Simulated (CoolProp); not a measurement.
Vapour-liquid equilibrium of ethane (1) + propane (2) at 137 kPa; x and y are mole fractions of (1).

Values from CoolProp's multi-fluid Helmholtz-energy mixture model, Bücker 2006 and Lemmon 2009; pair parameters Kunz 2012.

Give the bubble temperature and the first vapour's composition at x = 0.05, 0.575, 0.95. Is there an azeotrope?

x = 0.05: 232.4 K, y = 0.245; x = 0.575: 201.5 K, y = 0.928; x = 0.95: 191.3 K, y = 0.996. No azeotrope shows between x = 0.05 and 0.95.

The pair parameters rest on a limited set of measurements; away from them the model extrapolates.
